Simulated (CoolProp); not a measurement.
Ethane at 293.15 K and 20.4 MPa is throttled through a valve to 0.92 MPa with no heat exchange. Each further row changes one setting.

Model: reference Helmholtz-energy equation of state, Bücker 2006, in CoolProp.

```json
[
 {"case": "as stated", "temperature change (K)": "-54.7", "final phase": "two-phase, vapour fraction 0.398", "final density (kg/m³)": "[?]"},
 {"case": "outlet pressure 0.276 MPa", "temperature change (K)": "[?]", "final phase": "two-phase, vapour fraction 0.538", "final density (kg/m³)": "[?]"},
 {"case": "outlet pressure 1.2 MPa", "temperature change (K)": "-45.9", "final phase": "two-phase, vapour fraction 0.352", "final density (kg/m³)": "[?]"}
]
```

Q: Fill in the missing entries.

A: 
- as stated, final density (kg/m³): 39.6
- outlet pressure 0.276 MPa, temperature change (K): -87.7
- outlet pressure 0.276 MPa, final density (kg/m³): 9.62
- outlet pressure 1.2 MPa, final density (kg/m³): 56.7
